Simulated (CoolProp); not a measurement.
Properties of carbonyl sulfide at several states (Tc = 105.6 °C, pc = 6369 kPa, ω = 0.098).

Model: reference Helmholtz-energy equation of state, Lemmon 2006, in CoolProp. It is a short technical equation, of lower accuracy than the large ones.

```json
[
 {"T (°C)": "95.45", "p (kPa)": "4180", "phase": "gas", "density (kg/m³)": "119.7", "cp (kJ/(kg K))": "1.357", "expansivity (1/kK)": "9.206"},
 {"T (°C)": "192.25", "p (kPa)": "18500", "phase": "supercritical", "density (kg/m³)": "505.7", "cp (kJ/(kg K))": "1.696", "expansivity (1/kK)": "7.164"},
 {"T (°C)": "30.15", "p (kPa)": "143", "phase": "gas", "density (kg/m³)": "3.458", "cp (kJ/(kg K))": "0.7090", "expansivity (1/kK)": "3.453"}
]
```
